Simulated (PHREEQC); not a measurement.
0.13 g of hydrous ferric oxide (600 m²/g; 0.2 weak and 0.005 strong sites per Fe, Dzombak-Morel constants, diffuse double layer) in 1 kg of water with 0.005 mol/kgw of an inert sodium salt and 0.048 mmol/kgw CaCl2, 0.00068 mmol/kgw CuSO4 and 0.72 mmol/kgw NaH2PO4, at 25 °C; the pH is set by adding NaOH or the inert anion's acid. O2 is buffered at 0.21 atm. The system is closed to CO2. No solid was allowed to form.

Base run: PHREEQC, ion-association model, wateq4f.dat. Each further column changes one thing. The table gives P sorbed (%).

```
pH   base  no electrostatic term (-no_edl)  background salt from 0.005 to 0.0005 mol/kgw  oxide from 0.13 to 0.65 g/kgw  0.00024 mol/kgw Na2HAsO4 added
---  ----  -------------------------------  --------------------------------------------  -----------------------------  ------------------------------
3    40.0                             37.0                                          40.2                          100.0                            20.8
3.5  39.9                             37.3                                          40.0                          100.0                            20.7
4    39.5                             37.4                                          39.6                          100.0                            20.5
4.5  38.8                             37.5                                          38.8                          100.0                            20.2
5    37.5                             37.7                                          37.6                          100.0                            19.6
5.5  35.7                             38.1                                          35.7                           99.9                            18.8
6    33.3                             38.9                                          33.3                           99.7                            17.6
6.5  30.3                             39.6                                          30.3                           99.1                            16.0
7    26.8                             40.0                                          26.7                           97.2                            14.0
7.5  23.1                             40.1                                          23.0                           91.6                            11.9
8    19.2                             40.0                                          19.1                           79.4                             9.9
8.5  14.4                             39.8                                          14.4                           60.8                             7.1
9     9.6                             39.4                                           9.5                           39.5                             3.6
```

In at least one series the solution becomes supersaturated in solids that the run did not let form, among them Hydroxyapatite. H3PO4, which wateq4f.dat lacks, is added to it with the constant of phreeqc.dat. The database has no phosphate complexes of Cu. The database's constant for dissolved Cu(OH)2 is higher than later reviews accept. The oxide is taken as insoluble; below pH 4 it would dissolve. The database has no arsenate complexes of Cu, Ca.
